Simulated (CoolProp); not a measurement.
Vapour pressure (kPa) of oxygen: the reference equation beside estimates from Tc = 154.6 K, pc = 5046 kPa, ω = 0.022.

Model: reference Helmholtz-energy equation of state, Schmidt 1985, in CoolProp.

```json
[
 {"T (K)": "97", "reference": "195.8", "van der Waals": "564.7", "Soave-Redlich-Kwong": "[?]"},
 {"T (K)": "99.3", "reference": "239.4", "van der Waals": "[?]", "Soave-Redlich-Kwong": "237.0"},
 {"T (K)": "101.6", "reference": "289.9", "van der Waals": "727.3", "Soave-Redlich-Kwong": "287.8"},
 {"T (K)": "103.8", "reference": "[?]", "van der Waals": "815.0", "Soave-Redlich-Kwong": "343.5"},
 {"T (K)": "106.1", "reference": "411.1", "van der Waals": "913.8", "Soave-Redlich-Kwong": "410.1"},
 {"T (K)": "108.4", "reference": "485.8", "van der Waals": "1020", "Soave-Redlich-Kwong": "485.6"},
 {"T (K)": "110.7", "reference": "570.1", "van der Waals": "1134", "Soave-Redlich-Kwong": "571.0"},
 {"T (K)": "112.9", "reference": "660.2", "van der Waals": "1251", "Soave-Redlich-Kwong": "662.5"},
 {"T (K)": "115.2", "reference": "765.2", "van der Waals": "1381", "Soave-Redlich-Kwong": "[?]"},
 {"T (K)": "117.5", "reference": "881.7", "van der Waals": "1520", "Soave-Redlich-Kwong": "887.5"},
 {"T (K)": "119.8", "reference": "1010", "van der Waals": "1667", "Soave-Redlich-Kwong": "1019"},
 {"T (K)": "122", "reference": "[?]", "van der Waals": "1816", "Soave-Redlich-Kwong": "1156"}
]
```

Task: Fill in the missing entries.

Result: 
- 97, Soave-Redlich-Kwong: 193.3
- 99.3, van der Waals: 642.6
- 103.8, reference: 345.2
- 115.2, Soave-Redlich-Kwong: 769.0
- 122, reference: 1146

Absolute difference from the reference over all 12 rows, mean and median: van der Waals 111.7 and 104.4 %, Soave-Redlich-Kwong 0.6 and 0.6 %.
